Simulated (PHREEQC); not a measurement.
Model water analysis in mg/L, 95 °C, pH 3.82, pe 9.3: Na 1960; K 301; Ca 6.5; Mg 157; Cl 334; S(6) as SO4 4700; Li 4.58; Al 46.3; O(0) (dissolved oxygen) 0.628.

Valence states are taken as typed.

Model: ion-association model, phreeqc.dat, run in PHREEQC.

```tsv
quantity	before	after
ionic strength (mol/kgw)	0.126	0.0884
Na+ (mol/kgw)	0.0801	0.0827
SO4-2 (mol/kgw)	0.0342	0.0148
K+ (mol/kgw)	0.00656	0.00709
Mg+2 (mol/kgw)	0.00152	0.00230
SI of Al(OH)3(a) (Al(OH)3)	-0.63	-0.34
SI of Gypsum (CaSO4:2H2O)	-1.73	-1.89
```

Problem. What was changed between the two runs?
A) all concentrations times 2 at the same typed pH
B) S(6) from 4700 to 2350 mg/L
C) temperature from 95 to 15 °C at the same typed pH

Solution. B, S(6) from 4700 to 2350 mg/L

No solid was allowed to form. Some of these states are supersaturated (in Gibbsite (slow to form), for instance). Away from 25 °C the constants follow the database's enthalpies or fits; those with neither stay at their 25 °C values.
